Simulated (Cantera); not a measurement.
Cantera run:

```python
import numpy as np
import cantera as ct

gas_names = """
    N NO NO2 NO3 N2 N2O O O2 O3 Si SiN SiO SiO2 Si2 Si2N Si3
""".split()
cond_names = """
    Si(cr) Si(L) SiO2(Lqz) SiO2(hqz) SiO2(L) Si2N2O(s) Si3N4(a)
""".split()


# ... load() reads the species with a 1 bar reference pressure and builds the phases ...
atoms = {
    'Si': {'Si': 1},
    'N2O': {'N': 2, 'O': 1},
    'N2': {'N': 2},
}
top_T = {'Si2N2O(s)': 2100, 'Si3N4(a)': 2400}  # K; cautious upper limits of use, not melting points


# ... equilibrate(T, P, feed) seeds the gas with the atoms and calls Mixture.equilibrate('TP', solver="vcs", rtol=1e-11, max_steps=5000) ...
results = []
feed = {'Si': 1, 'N2O': 0.011, 'N2': 270}  # mol
P = 1333.22  # Pa
for T in [1625, 1650, 1675, 1700, 1725, 1750, 1775, 1800, 1825, 1850, 1875, 1900]:
    mix = equilibrate(T, P, feed)
    results.append((T, P, feed, dict(zip(mix.species_names, mix.species_moles))))

top = {s: max(r[3][s] / sum(r[3][g] for g in gas_names) for r in results) for s in gas_names}
cols = sorted((s for s in top if top[s] > 0.001), key=lambda s: -top[s])[:9]
seen = [c for c in cond_names if any(r[3].get(c, 0) > 1e-12 for r in results)]
print("log10 of partial pressures in bar; condensed amounts in mol")
print(f"{'T/K':>10s}" + "".join(f"{s[:9]:>10s}" for s in cols + seen))
for T, P, feed, n in results:
    ng = sum(n[g] for g in gas_names)
    print(f"{T:10.4g}" + "".join(f"{np.log10(max(n[s] / ng * P / 1e5, 1e-99)):10.3f}" for s in cols)
          + "".join(f"{n.get(c, 0):10.4g}" for c in seen))
```

It prints:

```
log10 of partial pressures in bar; condensed amounts in mol
       T/K        N2     Si(L)  Si3N4(a)
      1625    -1.875         0    0.3295
      1650    -1.875         0    0.3294
      1675    -1.875         0    0.3291
      1700    -1.875         0    0.3284
      1725    -1.875         0    0.3271
      1750    -1.875         0    0.3246
      1775    -1.875         0    0.3197
      1800    -1.875         0    0.3104
      1825    -1.875         0    0.2928
      1850    -1.875    0.8324         0
      1875    -1.875    0.7716         0
      1900    -1.876    0.6894         0
```

These are equilibrium values from Cantera (NASA tables, ideal gas, pure condensed phases), not measurements of a reactor. The tables' values for SiN are old estimates; treat these amounts as uncertain.
